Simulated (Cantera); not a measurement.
Feed: 1 mol AlN, 3.2 mol H₂, equilibrated at 2427 °C and 1 atm.

Method: chemical equilibrium by Gibbs-energy minimisation in Cantera with the NASA 1993 tables (ideal gas, pure condensed phases). Candidate condensed phases: Al, AlN; 13 gas species. Kinetics and transport are ignored.

Base state: H₂ 0.641, Al 0.194, N₂ 0.105, H 0.0452, AlH 0.0140, Al₂ 0.000777 (mole fractions); condensed: gas only.

Task: What changes in the equilibrium state with this change: H₂ from 3.2 to 0.047 mol?

Result: 
```csv
species,before,after
Al,0.194,0.621
N₂,0.105,0.323
H₂,0.641,0.0287
H,0.0452,0.00957
AlH,0.0140,0.00950
Al₂,0.000777,0.00796
"AlN(s), mol",0,0.206
```
